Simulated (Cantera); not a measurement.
## Thermodynamics of silicon epitaxy and polysilicon growth, feed SiHCl3 + N2

Charge: 1 mol SiHCl3, 6.9 mol N2, at 1.00 bar.

Equilibrium computed with Cantera from the NASA thermochemical tables; the gas is ideal and each condensed phase is pure. Candidate condensed phases: NH4Cl, Si, Si3N4; 28 gas species. N2 is the only nitrogen source here; it is nearly inert below about 1500 K, so the nitride shown seldom forms there in practice. The tables' values for SiCl3 are old estimates; treat these amounts as uncertain. Kinetics and transport are ignored.

| T (K) | x N2 | x HCl | x SiCl4 | x H2 | x SiCl3 | x SiCl2 | x SiHCl3 | x Cl | n Si3N4(s) |
|---|---|---|---|---|---|---|---|---|---|
| 875 | 0.824 | 0.0836 | 0.0724 | 0.0204 | 7.46e-7 | 4.45e-10 | 3.85e-5 | 2.91e-11 | 0.139 |
| 925 | 0.823 | 0.0861 | 0.0717 | 0.0191 | 2.56e-6 | 3.63e-9 | 5.78e-5 | 1.56e-10 | 0.141 |
| 975 | 0.823 | 0.0883 | 0.0711 | 0.0180 | 7.73e-6 | 2.38e-8 | 8.29e-5 | 7.08e-10 | 0.142 |
| 1025 | 0.822 | 0.0901 | 0.0706 | 0.0170 | 2.09e-5 | 1.29e-7 | 0.000115 | 2.77e-9 | 0.144 |
| 1075 | 0.822 | 0.0917 | 0.0701 | 0.0162 | 5.15e-5 | 5.99e-7 | 0.000154 | 9.56e-9 | 0.145 |
| 1125 | 0.821 | 0.0932 | 0.0697 | 0.0155 | 0.000117 | 2.42e-6 | 0.000201 | 2.96e-8 | 0.146 |
| 1175 | 0.821 | 0.0944 | 0.0692 | 0.0148 | 0.000247 | 8.62e-6 | 0.000256 | 8.31e-8 | 0.146 |
| 1225 | 0.821 | 0.0955 | 0.0687 | 0.0142 | 0.000490 | 2.76e-5 | 0.000319 | 2.15e-7 | 0.147 |
| 1275 | 0.820 | 0.0964 | 0.0680 | 0.0137 | 0.000917 | 8.05e-5 | 0.000390 | 5.15e-7 | 0.147 |
| 1325 | 0.820 | 0.0972 | 0.0671 | 0.0132 | 0.00163 | 0.000215 | 0.000469 | 1.16e-6 | 0.147 |
| 1375 | 0.820 | 0.0978 | 0.0658 | 0.0129 | 0.00276 | 0.000534 | 0.000552 | 2.45e-6 | 0.146 |
| 1425 | 0.819 | 0.0982 | 0.0639 | 0.0125 | 0.00447 | 0.00123 | 0.000639 | 4.90e-6 | 0.144 |
| 1475 | 0.818 | 0.0983 | 0.0611 | 0.0123 | 0.00690 | 0.00265 | 0.000723 | 9.32e-6 | 0.141 |
| 1525 | 0.817 | 0.0980 | 0.0570 | 0.0122 | 0.0101 | 0.00536 | 0.000798 | 1.69e-5 | 0.135 |
x: gas mole fraction; n: condensed amount in mol.

From 875 K to 1525 K the condensed part is Si3N4(s). The main Si-bearing gas is SiCl4 throughout.
